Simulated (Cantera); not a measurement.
Feed: 1 mol CH3Cl, 0.026 mol Si, at 0.110 bar.

Cantera equilibrium calculation (NASA polynomials, part measured and part estimated; ideal gas, pure solids and liquids). Candidate condensed phases: C, C6H6, C7H8, C8H18, Si, SiC; 109 gas species. The tables' values for SiCl, SiCl3, CCl are old estimates; treat these amounts as uncertain. Gases not in the tables: Si2H6 and higher silanes. Equilibrium is a limit: real reactors are often held back by kinetics, nucleation or transport.

x: gas mole fraction; n: condensed amount in mol.

```tsv
T (K)	x H2	x HCl	x H	x Cl	x C2H2 (acetylene)	x SiCl2	x C3	n C(graphite)
2273	0.500	0.455	0.0179	0.0118	0.00189	0.0122	9.17e-8	0.992
2373	0.492	0.444	0.0295	0.0191	0.00302	0.0117	5.61e-7	0.987
2473	0.479	0.428	0.0465	0.0295	0.00461	0.0108	2.95e-6	0.980
2573	0.460	0.407	0.0703	0.0436	0.00671	0.00929	1.36e-5	0.968
2673	0.435	0.379	0.102	0.0619	0.00930	0.00708	5.57e-5	0.952
2773	0.403	0.345	0.142	0.0842	0.0123	0.00459	0.000205	0.929
2873	…	…	…	…	…	…	…	0.898
2973	…	…	…	…	…	…	…	0.851
3073	0.275	0.210	0.311	0.161	0.0210	0.000492	0.00606	0.774
```

Problem. Some entries are withheld; supply them.

Solution. 
- 2873, x H2: 0.366
- 2873, x HCl: 0.304
- 2873, x H: 0.192
- 2873, x Cl: 0.109
- 2873, x C2H2 (acetylene): 0.0155
- 2873, x SiCl2: 0.00250
- 2873, x C3: 0.000688
- 2973, x H2: 0.322
- 2973, x HCl: 0.258
- 2973, x H: 0.249
- 2973, x Cl: 0.136
- 2973, x C2H2 (acetylene): 0.0185
- 2973, x SiCl2: 0.00117
- 2973, x C3: 0.00212
